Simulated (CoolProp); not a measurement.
Vapour-liquid equilibrium of ethanol (1) + p-xylene (2) at 1.08 MPa; x and y are mole fractions of (1).

The numbers come from the multi-fluid Helmholtz-energy mixture model, Schroeder 2014 and Zhou 2012; pair parameters Bell 2016 in CoolProp.

| x | bubble temperature, mixture model (K) | bubble temperature, Raoult's law (K) | y, mixture model | y, Raoult's law |
|---|---|---|---|---|
| 0.05 | 497.4 | 511.8 | 0.372 | 0.275 |
| 0.2 | 458.8 | 481.2 | 0.706 | 0.643 |
| 0.35 | 447.5 | 463.4 | 0.782 | 0.795 |
| 0.5 | 441.8 | 451.2 | 0.824 | 0.878 |
| 0.65 | 437.1 | 442.0 | 0.865 | 0.930 |
| 0.8 | 432.6 | 434.7 | 0.916 | 0.966 |
| 0.95 | 428.3 | 428.7 | 0.978 | 0.993 |

The largest gap from Raoult's law is -22.4 K in bubble temperature, at x = 0.2. No azeotrope shows between x = 0.05 and 0.95.

The pair parameters rest on a limited set of measurements; away from them the model extrapolates. With so large a gap from Raoult's law the liquid may split in two, which this calculation doesn't test in full.
